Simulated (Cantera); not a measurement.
## Pyrogenic steam for wet oxidation

An isothermal, constant-pressure homogeneous reactor starts with H2 : O2 : N2 = 0.86 : 1 : 3.7 (molar parts), at 1400 K and 13300 Pa.

Cantera simulation using the H2/O2 subset of GRI-Mech 3.0, which has no nitrogen chemistry; the numbers are that mechanism's predictions, not measurements. The temperature is held fixed by assumption; the heat of reaction is taken as removed at once.

| t (s) | x H2 | x O2 | x O | x H2O2 | x H2O | x HO2 | x H |
|---|---|---|---|---|---|---|---|
| 0.000800 | 0.0106 | 0.109 | 0.0174 | 7.95e-7 | 0.133 | 9.45e-6 | 0.0277 |
| 0.00194 | 0.00455 | 0.109 | 0.00644 | 7.16e-7 | 0.155 | 9.05e-6 | 0.00662 |
| 0.00472 | 0.000913 | 0.110 | 0.00122 | 3.71e-7 | 0.165 | 5.47e-6 | 0.000551 |
| 0.0115 | 0.000136 | 0.111 | 0.000181 | 1.30e-7 | 0.167 | 1.58e-6 | 3.16e-5 |
| 0.0279 | 2.60e-5 | 0.111 | 3.51e-5 | 4.35e-8 | 0.167 | 3.87e-7 | 2.68e-6 |
| 0.0678 | 6.71e-6 | 0.111 | 9.22e-6 | 1.57e-8 | 0.168 | 1.19e-7 | 3.61e-7 |
| 0.165 | 2.19e-6 | 0.111 | 3.04e-6 | 6.32e-9 | 0.168 | 5.58e-8 | 6.84e-8 |
| 0.400 | 9.38e-7 | 0.111 | 1.31e-6 | 3.14e-9 | 0.168 | 4.39e-8 | 1.94e-8 |
| 0.972 | 6.48e-7 | 0.111 | 9.00e-7 | 2.34e-9 | 0.168 | 4.38e-8 | 1.12e-8 |
| 2.36 | 6.26e-7 | 0.111 | 8.70e-7 | 2.28e-9 | 0.168 | 4.39e-8 | 1.06e-8 |
| 5.74 | 6.26e-7 | 0.111 | 8.69e-7 | 2.28e-9 | 0.168 | 4.39e-8 | 1.06e-8 |
| 13.9 | 6.26e-7 | 0.111 | 8.69e-7 | 2.28e-9 | 0.168 | 4.39e-8 | 1.06e-8 |
| 33.9 | 6.26e-7 | 0.111 | 8.69e-7 | 2.28e-9 | 0.168 | 4.39e-8 | 1.06e-8 |
| 82.3 | 6.26e-7 | 0.111 | 8.69e-7 | 2.28e-9 | 0.168 | 4.39e-8 | 1.06e-8 |
| 200 | 6.26e-7 | 0.111 | 8.69e-7 | 2.28e-9 | 0.168 | 4.39e-8 | 1.06e-8 |
x: mole fraction; the columns are a selection and need not sum to one.

Equilibrium at this temperature and pressure: H2 6.26e-7, O2 0.111, O 8.69e-7, H2O2 2.28e-9, H2O 0.168, HO2 4.39e-8, H 1.06e-8 (gas phase only).
